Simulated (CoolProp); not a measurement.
Vapour-liquid equilibrium of R13 (1) + R11 (2) at 255.3 K; x and y are mole fractions of (1).

Computed with CoolProp (multi-fluid Helmholtz-energy mixture model, Platzer 1990 and Jacobsen 1992; pair parameters Bell 2016). This equation is an older, rougher fit; its heat capacities, sound speeds and derivatives of the liquid may be far off and weren't checked against measurements.

```tsv
x	bubble pressure, mixture model (kPa)	bubble pressure, Raoult's law (kPa)	y, mixture model	y, Raoult's law
0.05	111.8	77.47	0.845	0.785
0.125	240.5	167.3	0.929	0.908
0.2	354.8	257.2	0.953	0.945
0.275	456.0	347.1	0.964	0.963
0.35	545.9	437.0	0.971	0.974
0.425	626.4	526.9	0.976	0.981
0.5	699.7	616.8	0.979	0.986
0.575	768.2	706.6	0.982	0.989
0.65	834.5	796.5	0.985	0.992
0.725	901.4	886.4	0.988	0.995
0.8	972.3	976.3	0.990	0.996
0.875	1051	1066	0.993	0.998
0.95	1143	1156	0.997	0.999
```

The largest gap from Raoult's law is +44.3 % in bubble pressure, at x = 0.05. No azeotrope shows between x = 0.05 and 0.95.

The pair parameters rest on a limited set of measurements; away from them the model extrapolates. The gap from Raoult's law changes sign with composition, which may be real or a fault of the pair parameters; it wasn't checked against measurements.
